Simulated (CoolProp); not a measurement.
C3F8 (R218) along the isobar 5400 kPa: density (kg/m³) from the reference equation and from simpler models built on Tc = 71.9 °C, pc = 2640 kPa, ω = 0.317; each cubic takes its own stable root.

Values from CoolProp's reference Helmholtz-energy equation of state, Lemmon 2006. It is a short technical equation, of lower accuracy than the large ones.

| T (°C) | phase | reference | van der Waals | Redlich-Kwong | Soave-Redlich-Kwong | Peng-Robinson |
|---|---|---|---|---|---|---|
| -61.35 | liquid | 1722 | 1102 | 1591 | 1644 | 1850 |
| -41.95 | liquid | 1654 | 1068 | 1527 | 1583 | 1784 |
| -22.55 | liquid | 1583 | (withheld) | (withheld) | 1515 | (withheld) |
| -3.05 | liquid | 1507 | 994.6 | 1381 | 1438 | 1622 |
| 16.35 | liquid | 1425 | 953.5 | 1297 | 1349 | 1522 |
| 35.75 | liquid | (withheld) | 908.5 | (withheld) | 1246 | 1403 |
| 55.15 | liquid | (withheld) | 858.6 | 1100 | 1124 | 1260 |
| 74.65 | supercritical | 1091 | 802.1 | 979.6 | 974.6 | 1082 |
| 94.05 | supercritical | 907.0 | 737.6 | 840.6 | 792.3 | 864.0 |
| 113.45 | supercritical | 675.2 | 662.9 | 687.1 | 604.0 | 646.5 |
| 132.85 | supercritical | 512.2 | 579.1 | 551.8 | (withheld) | 504.7 |

What belongs in the gaps?


- -22.55, van der Waals: 1033
- -22.55, Redlich-Kwong: 1457
- -22.55, Peng-Robinson: 1709
- 35.75, reference: 1333
- 35.75, Redlich-Kwong: 1204
- 55.15, reference: 1226
- 132.85, Soave-Redlich-Kwong: 475.7
